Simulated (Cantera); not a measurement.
Hydrocarbon pyrolysis for carbon deposition

An isothermal, constant-pressure homogeneous reactor starts with 5.26 % CH4, 94.7 % N2, at 1975 K and 5.03 Torr.

Detailed kinetics in Cantera: GRI-Mech 3.0 (53 species, 325 reactions). GRI-Mech 3.0 stops at C3 and has no aromatics, soot or wall deposition, so with more carbon than oxygen in the feed, carbon stays in small species such as C2H2 where larger ones or solid carbon would form. Radical loss at walls, strong at low pressure, is not modelled.

| t (s) | x CH4 | x C2H2 | x H2 | x H | x CH2 | x C2H |
|---|---|---|---|---|---|---|
| 0.000200 | 0.0526 | 1.32e-11 | 2.07e-5 | 6.94e-6 | 4.42e-9 | <1e-12 |
| 0.000665 | 0.0524 | 3.47e-9 | 8.52e-5 | 7.19e-6 | 5.17e-8 | <1e-12 |
| 0.00221 | 0.0520 | 5.68e-7 | 0.000317 | 8.61e-6 | 4.54e-7 | 3.96e-11 |
| 0.00736 | 0.0499 | 7.21e-5 | 0.00179 | 2.58e-5 | 3.49e-6 | 1.43e-8 |
| 0.0245 | 0.0331 | 0.00508 | 0.0220 | 0.000198 | 1.40e-5 | 7.78e-7 |
| 0.0815 | 0.00817 | 0.0202 | 0.0616 | 0.000521 | 9.88e-6 | 2.93e-6 |
| 0.271 | 0.00107 | 0.0243 | 0.0727 | 0.000926 | 4.00e-6 | 5.31e-6 |
| 0.902 | 8.13e-5 | 0.0248 | 0.0740 | 0.00155 | 8.87e-7 | 8.94e-6 |
| 3.00 | 1.03e-6 | 0.0249 | 0.0736 | 0.00258 | 3.18e-8 | 1.49e-5 |
x: mole fraction; the columns are a selection and need not sum to one.

Equilibrium at this temperature and pressure: CH4 1.51e-7, C2H2 0.00424, H2 0.0726, H 0.00454, CH2 1.49e-8, C2H 4.54e-6 (gas phase only).
